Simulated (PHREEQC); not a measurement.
NH3 is added in steps, without added water, to 1 kg of water holding 0.22 mol/kgw NaH2PO4, 0.0003 mol/kgw HF and 0.00035 mol/kgw H3AsO4, at 25 °C. O2 is buffered at 0.21 atm. CO2 from the air is kept out. Nothing may precipitate in this run.

Base run: PHREEQC, ion-association model, wateq4f.dat. Each further column changes one thing. The table gives H2AsO4- (mol/kgw).

| NH3 added (mol) | base | Debye-Hückel limiting law | all activity coefficients set to 1 | metal-ligand complexes left out | Davies equation for every ion |
|---|---|---|---|---|---|
| 0 | 0.000346 | 0.000345 | 0.000347 | 0.000346 | 0.000346 |
| 0.0495 | 0.000278 | 0.000268 | [?] | 0.000273 | 0.000273 |
| 0.09075 | 0.000219 | 0.000200 | [?] | 0.000212 | 0.000207 |
| 0.1403 | 0.000146 | 0.000121 | 0.000147 | [?] | 0.000129 |
| 0.1898 | 6.56e-5 | 4.64e-5 | [?] | 6.27e-5 | 5.37e-5 |
| 0.2392 | 8.38e-6 | 1.50e-6 | 1.60e-5 | [?] | 7.90e-6 |
| 0.2805 | 3.13e-6 | 4.39e-7 | 7.13e-6 | 3.18e-6 | 3.07e-6 |
| 0.33 | 1.75e-6 | 2.13e-7 | 4.12e-6 | 1.78e-6 | 1.72e-6 |

**Question.** Some entries are withheld; supply them.

**Answer.** 
- 0.0495, all activity coefficients set to 1: 0.000285
- 0.09075, all activity coefficients set to 1: 0.000225
- 0.1403, metal-ligand complexes left out: 0.000140
- 0.1898, all activity coefficients set to 1: 6.65e-5
- 0.2392, metal-ligand complexes left out: 8.43e-6

H3PO4, which wateq4f.dat lacks, is added to it with the constant of phreeqc.dat.
